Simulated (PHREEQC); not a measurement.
PHREEQC input (ion-association model, wateq4f.dat):

```
SOLUTION_MASTER_SPECIES
  An  An-  0  An  62.0  # stands for a non-complexing anion
SOLUTION_SPECIES
  An- = An-
    -log_k 0
    -gamma 3.0 0
PHASES
  Fix_H+
    H+ = H+
    -log_k 0
SOLUTION 1
  temp 25
  units mmol/kgw
  pH 7 charge
  Cl 0.04
  Pb 0.02
  Na 300
  An 300
END
SELECTED_OUTPUT 1
  -reset false
  -pH true
  -pe true
  -ionic_strength true
  -water true
  -totals Cl Na Pb
  -molalities Hfo_wOH Hfo_wOH2+ Hfo_wO- Hfo_sOH Hfo_sOH2+ Hfo_sO- Hfo_sOPb+ Hfo_wOPb+
  -saturation_indices Pb(OH)2 Cotunnite Laurionite Halite
USER_PUNCH 1
  -headings sigma psi
  10 PUNCH EDL("sigma", "Hfo"), EDL("psi", "Hfo")
PRINT
  -reset false
USE solution 1
SURFACE 1
  Hfo_wOH 7.64045e-05 600 0.034
  Hfo_sOH 1.91011e-06
EQUILIBRIUM_PHASES 1
  Fix_H+ -3 HAn 10
    -force_equality true
  O2(g) -0.68 10
END
# ... the last block is repeated for the other 16 points of pH, with NaOH or the acid as the point needs
```

Selected output (columns that matter, 17 of 17 rows; pH added in front):

```
pH	mu	Na	Pb	m_Hfo_wOH	m_Hfo_wOH2+	m_Hfo_wO-	m_Hfo_sOH	m_Hfo_sOH2+	m_Hfo_sO-	si_Pb(OH)2	si_Cotunnite	si_Halite	sigma	psi
3	0.30138	0.3	1.9975e-05	5.1582e-07	7.5889e-05	8.032e-11	1.2728e-08	1.8726e-06	1.982e-12	-7.3972	-9.5986	-6.8101	0.36793	0.12555
3.5	0.3005	0.3	1.9782e-05	1.5694e-06	7.4834e-05	7.5402e-10	3.4771e-08	1.6579e-06	1.6705e-11	-6.4013	-9.6024	-6.8099	0.36284	0.12492
4	0.30022	0.3	1.8961e-05	4.4296e-06	7.1965e-05	6.2462e-09	5.0714e-08	8.2391e-07	7.1511e-11	-5.4197	-9.6207	-6.8098	0.34918	0.123
4.5	0.30013	0.3	1.8222e-05	1.0715e-05	6.5614e-05	4.0082e-08	2.3558e-08	1.4427e-07	8.8128e-11	-4.437	-9.638	-6.8098	0.31926	0.11849
5	0.3001	0.3	1.7821e-05	2.0691e-05	5.5244e-05	1.7754e-07	5.9909e-09	1.5995e-08	5.1404e-11	-3.4469	-9.6479	-6.8098	0.27085	0.11024
5.5	0.30007	0.3	1.6094e-05	3.1808e-05	4.2046e-05	5.5125e-07	1.3555e-09	1.7917e-09	2.3491e-11	-2.4918	-9.6928	-6.8098	0.21476	0.09872
6	0.30005	0.3	1.0106e-05	4.0161e-05	2.6884e-05	1.3744e-06	4.2901e-10	2.8718e-10	1.4682e-11	-1.6962	-9.8971	-6.8097	0.16746	0.086623
6.5	0.30003	0.3	3.4867e-06	4.4223e-05	1.4486e-05	3.0928e-06	2.5832e-10	8.4617e-11	1.8066e-11	-1.1654	-10.366	-6.8097	0.132	0.075407
7	0.30003	0.30002	8.0908e-07	4.5303e-05	7.764e-06	6.0559e-06	2.2364e-10	3.8327e-11	2.9895e-11	-0.8214	-11.022	-6.8097	0.098854	0.062472
7.5	0.30003	0.30003	1.7104e-07	4.4001e-05	4.3971e-06	1.0087e-05	2.0948e-10	2.0933e-11	4.8022e-11	-0.5588	-11.76	-6.8096	0.066878	0.046751
8	0.30004	0.30003	4.119e-08	4.1065e-05	2.6363e-06	1.4654e-05	1.941e-10	1.246e-11	6.9263e-11	-0.3334	-12.534	-6.8096	0.037561	0.028542
8.5	0.30004	0.30004	1.3367e-08	3.7321e-05	1.6484e-06	1.9358e-05	1.7613e-10	7.7791e-12	9.1355e-11	-0.1288	-13.33	-6.8096	0.01077	0.0085718
9	0.30006	0.30006	6.3097e-09	3.3039e-05	1.0312e-06	2.425e-05	1.5586e-10	4.8646e-12	1.144e-10	0.075	-14.126	-6.8096	-0.015256	-0.012086
9.5	0.30009	0.3001	4.6603e-09	2.802e-05	6.0573e-07	2.9693e-05	1.3217e-10	2.8572e-12	1.4006e-10	0.3061	-14.895	-6.8096	-0.043007	-0.032229
10	0.30019	0.3002	6.1921e-09	2.2024e-05	3.0876e-07	3.5988e-05	1.0389e-10	1.4565e-12	1.6977e-10	0.5988	-15.602	-6.8094	-0.074194	-0.050681
10.5	0.30052	0.30053	1.7153e-08	1.5265e-05	1.243e-07	4.2942e-05	7.2053e-11	5.8675e-13	2.027e-10	0.9936	-16.207	-6.809	-0.10801	-0.066302
11	0.30153	0.30154	1.2346e-07	8.8285e-06	3.6018e-08	4.9573e-05	4.1919e-11	1.7102e-13	2.3538e-10	1.529	-16.672	-6.8078	-0.1403	-0.078124
```

Along this series the solution becomes supersaturated in solids that the run did not let form, among them Pb(OH)2. The oxide is taken as insoluble; below pH 4 it would dissolve.
